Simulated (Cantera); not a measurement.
Input: 1 mol Fe₂O₃, 9.6 mol CO, 0.31 mol C, at 1698 K and 100 Torr.

Cantera equilibrium calculation (NASA polynomials, part measured and part estimated; ideal gas, pure solids and liquids). Candidate condensed phases: C, Fe, Fe(CO)₅, FeO, Fe₂O₃, Fe₃O₄; 15 gas species. Mutual solubility and eutectic melting of coexisting phases are not modelled. The tables' stoichiometric FeO is somewhat more stable than real wüstite, so its field is too wide. FeO: taken at fixed stoichiometry. Kinetics and transport are ignored.

Base state: CO 0.879, CO₂ 0.121, Fe 4.57e-5 (mole fractions); condensed: Fe(δ) + FeO(l).

### Question
What changes in the equilibrium state with this change: Fe₂O₃ replaced by Fe₃O₄?

### Answer
```csv
species,before,after
CO,0.879,0.879
CO₂,0.121,0.121
Fe,4.57e-5,4.57e-5
"Fe(δ), mol",0.509,0.509
"FeO(l), mol",1.49,2.49
```
